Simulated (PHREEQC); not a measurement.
# Leach liquor

A solution holds 0.2 mol/kgw H2SO4, 0.21 mol/kgw Li2SO4 and 0.0002 mol/kgw Fe2(SO4)3, at 20 °C. Closed to the air; pH follows from the charge balance.

Model: ion-association model, phreeqc.dat, run in PHREEQC.

Precipitation was switched off in this run.

**Question.** Estimate the pH, density.

**Answer.** pH 0.98; density 1.028 g/cm³.

**Question.** In which forms is Li present?

**Answer.** Li+ 91 %, LiSO4- 8.8 % of the Li.

Complexes and solids missing from the database can't appear.
